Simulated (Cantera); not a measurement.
**Adiabatic ignition**

An adiabatic, constant-pressure homogeneous reactor starts with 9.42 % CH4, 0.744 % C2H6, 17.9 % O2, 67.1 % N2, 4.80 % CO2, equivalence ratio 1.2, at 1050 K and 130000 Pa.

Detailed kinetics in Cantera: GRI-Mech 3.0 (53 species, 325 reactions).

```tsv
t (s)	T (K)	x CH4	x C2H6	x O2	x C2H2	x O	x NO2	x N2O
5.00e-6	1050	0.0942	0.00744	0.179	<1e-12	<1e-12	<1e-12	<1e-12
2.09e-5	1050	0.0942	0.00744	0.179	<1e-12	<1e-12	<1e-12	<1e-12
8.71e-5	1050	0.0942	0.00744	0.179	<1e-12	<1e-12	<1e-12	<1e-12
0.000363	1050	0.0942	0.00744	0.179	<1e-12	2.46e-12	<1e-12	<1e-12
0.00152	1050	0.0942	0.00744	0.179	<1e-12	8.88e-12	<1e-12	<1e-12
0.00632	1050	0.0942	0.00744	0.179	3.32e-12	7.85e-11	<1e-12	2.11e-12
0.0264	1052	0.0937	0.00725	0.178	2.27e-8	4.59e-9	<1e-12	8.56e-11
0.110	2509	<1e-12	<1e-12	0.00274	<1e-12	0.000701	2.76e-7	1.38e-7
0.459	2509	<1e-12	<1e-12	0.00274	<1e-12	0.000701	2.76e-7	1.38e-7
1.92	2509	<1e-12	<1e-12	0.00274	<1e-12	0.000701	2.76e-7	1.38e-7
8.00	2509	<1e-12	<1e-12	0.00274	<1e-12	0.000701	2.76e-7	1.38e-7
```
x: mole fraction; the columns are a selection and need not sum to one.

- time of steepest temperature rise: 48.7 ms
- temperature at 8.00 s: 2509 K
- equilibrium temperature: 2509 K
- x(CH4) at 8.00 s: <1e-12 (gas-phase equilibrium <1e-12)
- x(C2H6) at 8.00 s: <1e-12 (gas-phase equilibrium <1e-12)
- x(O2) at 8.00 s: 0.00274 (gas-phase equilibrium 0.00274)
